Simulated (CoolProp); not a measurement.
Properties of nitrous oxide along the isotherm 200.2 K (Tc = 309.5 K, pc = 72.45 bar, ω = 0.161).

Model: reference Helmholtz-energy equation of state, Lemmon 2006, in CoolProp. It is a short technical equation, of lower accuracy than the large ones.

```json
[
 {"p (bar)": "22.6", "phase": "liquid", "density (kg/m³)": "1187", "isothermal compressibility (1/MPa)": "0.001416", "expansivity (1/kK)": "2.573", "fugacity coefficient": "0.1044"},
 {"p (bar)": "45.3", "phase": "liquid", "density (kg/m³)": "1191", "isothermal compressibility (1/MPa)": "0.001371", "expansivity (1/kK)": "2.521", "fugacity coefficient": "0.05476"},
 {"p (bar)": "67.9", "phase": "liquid", "density (kg/m³)": "1195", "isothermal compressibility (1/MPa)": "0.001330", "expansivity (1/kK)": "2.473", "fugacity coefficient": "0.03841"},
 {"p (bar)": "90.6", "phase": "liquid", "density (kg/m³)": "1198", "isothermal compressibility (1/MPa)": "0.001291", "expansivity (1/kK)": "2.427", "fugacity coefficient": "0.03027"},
 {"p (bar)": "113", "phase": "liquid", "density (kg/m³)": "1202", "isothermal compressibility (1/MPa)": "0.001256", "expansivity (1/kK)": "2.384", "fugacity coefficient": "0.02550"},
 {"p (bar)": "136", "phase": "liquid", "density (kg/m³)": "1205", "isothermal compressibility (1/MPa)": "0.001221", "expansivity (1/kK)": "2.342", "fugacity coefficient": "0.02228"},
 {"p (bar)": "158", "phase": "liquid", "density (kg/m³)": "1208", "isothermal compressibility (1/MPa)": "0.001190", "expansivity (1/kK)": "2.304", "fugacity coefficient": "0.02013"},
 {"p (bar)": "181", "phase": "liquid", "density (kg/m³)": "1211", "isothermal compressibility (1/MPa)": "0.001159", "expansivity (1/kK)": "2.267", "fugacity coefficient": "0.01848"},
 {"p (bar)": "204", "phase": "liquid", "density (kg/m³)": "1215", "isothermal compressibility (1/MPa)": "0.001130", "expansivity (1/kK)": "2.231", "fugacity coefficient": "0.01724"},
 {"p (bar)": "226", "phase": "liquid", "density (kg/m³)": "1218", "isothermal compressibility (1/MPa)": "0.001104", "expansivity (1/kK)": "2.198", "fugacity coefficient": "0.01632"}
]
```
